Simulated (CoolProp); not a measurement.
Vapour-liquid equilibrium of ethylene (1) + isobutane (2) at 353 kPa; x and y are mole fractions of (1).

Values from CoolProp's multi-fluid Helmholtz-energy mixture model, Smukala 2000 and Bücker 2006; pair parameters Bell 2016.

| x | bubble temperature (°C) | y at the bubble point | dew temperature at overall composition x (°C) | liquid density (mol/L) |
|---|---|---|---|---|
| 0.05 | 7.9 | 0.419 | 23.4 | 10.02 |
| 0.15 | -18.9 | 0.799 | 19.7 | 11.03 |
| 0.25 | -36.2 | 0.916 | 15.7 | 11.91 |
| 0.35 | -47.9 | 0.960 | 11.3 | 12.75 |
| 0.45 | -56.2 | 0.979 | 6.4 | 13.58 |
| 0.55 | -62.6 | 0.988 | 0.8 | 14.45 |
| 0.65 | -67.6 | 0.993 | -5.8 | 15.35 |
| 0.75 | -71.7 | 0.996 | -14.0 | 16.31 |
| 0.85 | -75.0 | 0.998 | -25.1 | 17.32 |
| 0.95 | -77.9 | 1.000 | -44.6 | 18.38 |

No azeotrope shows between x = 0.05 and 0.95.

The pair parameters rest on a limited set of measurements; away from them the model extrapolates.
